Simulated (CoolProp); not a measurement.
Saturation properties of dimethyl carbonate (Tc = 557.0 K, pc = 4.909 MPa, ω = 0.346).

Computed with CoolProp (reference Helmholtz-energy equation of state, Zhou 2011).

| T (K) | p (MPa) | liquid density (kg/m³) | vapour density (kg/m³) | enthalpy of vaporisation (kJ/kg) |
|---|---|---|---|---|
| 429.9 | 0.5801 | 871.8 | 16.30 | 324.0 |
| 435.9 | 0.6590 | ? | 18.46 | 318.6 |
| 441.8 | 0.7443 | 851.5 | 20.82 | 313.2 |
| 447.7 | ? | 841.2 | 23.42 | 307.6 |
| 453.6 | 0.9397 | ? | ? | 301.7 |
| 459.6 | 1.053 | ? | 29.50 | 295.6 |
| 465.5 | 1.174 | 808.4 | 33.00 | 289.3 |
| 471.4 | 1.305 | 796.9 | 36.86 | 282.7 |
| 477.3 | 1.448 | 785.0 | 41.13 | ? |
| 483.3 | 1.604 | ? | 45.95 | 268.4 |
| 489.2 | 1.771 | 759.6 | 51.22 | 260.7 |
| 495.1 | 1.950 | 746.2 | 57.10 | 252.6 |
| 501 | 2.143 | 732.1 | 63.70 | 243.8 |
| 507 | 2.354 | 716.9 | 71.28 | ? |
| 512.9 | 2.578 | 700.8 | 79.78 | 224.1 |

Some entries are withheld; supply them.


- 435.9, liquid density (kg/m³): 861.7
- 447.7, p (MPa): 0.8377
- 453.6, liquid density (kg/m³): 830.6
- 453.6, vapour density (kg/m³): 26.28
- 459.6, liquid density (kg/m³): 819.5
- 477.3, enthalpy of vaporisation (kJ/kg): 275.8
- 483.3, liquid density (kg/m³): 772.5
- 507, enthalpy of vaporisation (kJ/kg): 234.3

It boils at 363.3 K under 1 atm.
